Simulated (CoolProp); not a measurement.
Saturated liquid density (kg/m³) of ethanol: the reference equation beside estimates from Tc = 514.7 K, pc = 6268 kPa, ω = 0.644.

Values from CoolProp's reference Helmholtz-energy equation of state, Schroeder 2014.

```
T (K)  reference  Redlich-Kwong  Soave-Redlich-Kwong  Peng-Robinson
-----  ---------  -------------  -------------------  -------------
348.8      739.1          571.3                625.4          705.6
362.7      725.2          555.5                611.2          690.2
376.6      710.2          538.8                595.7          673.3
390.4      694.2          521.1                578.8          654.8
404.3      676.5          502.2                560.0          634.1
418.1      657.0          481.9                539.4          611.1
432        635.3          459.9                516.1          585.1
445.8      611.4          436.1                490.1          555.7
```

Absolute difference from the reference over all 8 rows, mean and median: Redlich-Kwong 25.5 and 25.4 %, Soave-Redlich-Kwong 17.2 and 16.9 %, Peng-Robinson 6.3 and 6.0 %.
